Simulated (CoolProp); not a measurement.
Vapour pressure (bar) of water: the reference equation beside estimates from Tc = 373.9 °C, pc = 220.6 bar, ω = 0.344. Clausius-Clapeyron is anchored at 103.75 °C with a constant enthalpy of vaporisation of 40.47 kJ/mol.

Model: reference Helmholtz-energy equation of state, Wagner 2002, in CoolProp.

```csv
T (°C),reference,Lee-Kesler,Clausius-Clapeyron,van der Waals,Peng-Robinson
103.75,1.158,1.052,1.158,16.11,1.104
115.65,1.728,1.605,1.719,19.32,1.665
127.65,2.518,2.385,2.500,22.97,2.448
139.55,3.570,3.436,3.549,27.03,3.497
151.55,4.963,4.845,4.953,31.57,4.894
163.45,6.744,6.660,6.769,36.56,6.687
175.45,9.021,8.995,9.120,42.09,8.987
187.35,11.84,11.89,12.07,48.09,11.84
199.25,15.31,15.47,15.76,54.61,15.36
211.25,19.56,19.85,20.34,61.75,19.68
223.15,24.63,25.06,25.88,69.39,24.84
235.15,30.71,31.30,32.62,77.69,31.03
247.05,37.82,38.57,40.61,86.51,38.27
259.05,46.20,47.11,50.15,96.01,46.81
270.95,55.85,56.89,61.25,106.1,56.64
```

Absolute difference from the reference over all 15 rows, mean and median: Lee-Kesler 2.8 and 1.9 %, Clausius-Clapeyron 3.3 and 1.9 %, van der Waals 437.5 and 306.2 %, Peng-Robinson 1.5 and 1.2 %.
